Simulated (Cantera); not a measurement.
What does this Cantera script print?

```python
import numpy as np
import cantera as ct

gas_names = [...]  # 109 gases of nasa_gas.yaml made of C, Cl, H, Si
cond_names = """
    C(gr) C6H6(L) C7H8(L) C8H18(L),n-octa Si(cr) Si(L) SiC(b)
""".split()


# ... load() reads the species with a 1 bar reference pressure and builds the phases ...
atoms = {
    'Si(CH3)4': {'Si': 1, 'C': 4, 'H': 12},
    'C2H4': {'C': 2, 'H': 4},
    'H2': {'H': 2},
    'Cl2': {'CL': 2},
}
top_T = {'C(gr)': 4500, 'SiC(b)': 3050}  # K; cautious upper limits of use, not melting points


# ... equilibrate(T, P, feed) seeds the gas with the atoms and calls Mixture.equilibrate('TP', solver="vcs", rtol=1e-11, max_steps=5000) ...
results = []
feed = {'Si(CH3)4': 1, 'C2H4': 0.006, 'H2': 1.6, 'Cl2': 0.00018}  # mol
P = 1400  # Pa
for T in [1573, 1723, 1873, 2023, 2173, 2323, 2473]:
    mix = equilibrate(T, P, feed)
    results.append((T, P, feed, dict(zip(mix.species_names, mix.species_moles))))

top = {s: max(r[3][s] / sum(r[3][g] for g in gas_names) for r in results) for s in gas_names}
cols = sorted((s for s in top if top[s] > 0.0001), key=lambda s: -top[s])[:6]
seen = [c for c in cond_names if any(r[3].get(c, 0) > 1e-12 for r in results)]
print("log10 of partial pressures in bar; condensed amounts in mol")
print(f"{'T/K':>10s}" + "".join(f"{s[:9]:>10s}" for s in cols + seen))
for T, P, feed, n in results:
    ng = sum(n[g] for g in gas_names)
    print(f"{T:10.4g}" + "".join(f"{np.log10(max(n[s] / ng * P / 1e5, 1e-99)):10.3f}" for s in cols)
          + "".join(f"{n.get(c, 0):10.4g}" for c in seen))
```

Result:

```
log10 of partial pressures in bar; condensed amounts in mol
       T/K        H2         H        Si      SiC2      Si2C C2H2,acet     C(gr)    SiC(b)
      1573    -1.854    -5.318    -9.279   -11.778   -11.859    -6.539     3.011         1
      1723    -1.855    -4.666    -7.785    -9.826    -9.946    -5.898     3.011         1
      1873    -1.856    -4.118    -6.534    -8.192    -8.346    -5.362     3.007    0.9998
      2023    -1.861    -3.652    -5.469    -6.806    -6.990    -4.910         3    0.9977
      2173    -1.874    -3.253    -4.554    -5.616    -5.826    -4.530     2.995    0.9804
      2323    -1.903    -2.915    -3.758    -4.584    -4.818    -4.218     3.041    0.8613
      2473    -1.983    -2.643    -3.061    -3.681    -3.936    -3.999     3.409    0.1195
```

Cantera equilibrium calculation (NASA polynomials, part measured and part estimated; ideal gas, pure solids and liquids). Gases not in the tables: Si2H6 and higher silanes.
